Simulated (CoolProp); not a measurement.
Vapour-liquid equilibrium of dimethyl ether (1) + n-pentane (2) at -11.95 °C; x and y are mole fractions of (1).

Model: multi-fluid Helmholtz-energy mixture model, Wu 2011 and Thol 2019; pair parameters Bell 2016, in CoolProp.

**Question.** Give the bubble pressure and the first vapour's composition at x = 0.05, 0.5, 0.575. Is there an azeotrope?

**Answer.** x = 0.05: 18.98 kPa, y = 0.311; x = 0.5: 112.9 kPa, y = 0.942; x = 0.575: 124.6 kPa, y = 0.953. No azeotrope shows between x = 0.05 and 0.95.

Pair parameters are fitted to limited data, so mixtures are less certain than the pure fluids. The gap from Raoult's law changes sign with composition, which may be real or a fault of the pair parameters; it wasn't checked against measurements.
